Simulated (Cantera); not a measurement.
Feed: 1 mol PbO, 0.87 mol CO, 4.9 mol H2, equilibrated at 1375 K and 1 atm.

Equilibrium computed with Cantera from the NASA thermochemical tables; the gas is ideal and each condensed phase is pure. Candidate condensed phases: C, C6H6, C7H8, C8H18, H2O, Pb, PbO, PbO2, Pb3O4; 113 gas species. The numbers say what is thermodynamically allowed, not how fast it happens.

Problem. What is the equilibrium state?

Solution. 
| Item | Value |
|---|---|
| x(H2) | 0.686 |
| x(H2O) | 0.157 |
| x(CO) | 0.135 |
| x(CO2) | 0.0149 |
| x(Pb) | 0.00648 |
| x(CH4) | 6.52e-6 |
| x(H) | 2.82e-6 |
| x(Pb2) | 1.13e-6 |
| n(Pb(l)) | 0.962 mol |
| gas amount | 5.808 mol |
| log10 activity of C(graphite) (absent) | -2.56 |
